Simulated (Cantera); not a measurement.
Charge: 1 mol SiH₂Cl₂, a varied amount of H₂, held at 2248.15 K and 0.110 bar.

Cantera equilibrium calculation (NASA polynomials, part measured and part estimated; ideal gas, pure solids and liquids). Candidate condensed phases: Si; 19 gas species. Gases not in the tables: Si₂H₆ and higher silanes. Kinetics and transport are ignored.

### Question
Which condensed phases are stable at each of these points (n(H₂) (mol)): 5.3, 9.8, 18, 33, 61, 110, 210, 380, 700?

### Answer
| n(H₂) (mol) | condensed phases | Si condensed (%) |
|---|---|---|
| 5.3 | Si(l) | 51.5 |
| 9.8 | Si(l) | 57.8 |
| 18 | Si(l) | 61.1 |
| 33 | Si(l) | 58.5 |
| 61 | Si(l) | 45.3 |
| 110 | Si(l) | 16.1 |
| 210 | gas only | 0.0 |
| 380 | gas only | 0.0 |
| 700 | gas only | 0.0 |

From 5.3 mol H₂ to 110 mol H₂ the condensed part is Si(l). From 210 mol H₂ to 700 mol H₂ nothing is condensed.
